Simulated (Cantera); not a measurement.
An adiabatic, constant-pressure homogeneous reactor starts with 4.89 % CH4, 2.93 % CO, 19.4 % O2, 72.8 % N2, at 1550 K and 4280 Torr.

Detailed kinetics in Cantera: GRI-Mech 3.0 (53 species, 325 reactions).

One state of this run: T (K) = 2612; x CH4 = <1e-12; x CO = 0.00711; x O2 = 0.0760; x C2H2 = <1e-12; x CH2O = 2.28e-11; x C2H4 = <1e-12. x: mole fraction; the columns are a selection and need not sum to one.

Which value of t (s) does it belong to?
A) 0.000174
B) 1.89e-5
C) 0.00337
D) 3.96e-5

C, 0.00337
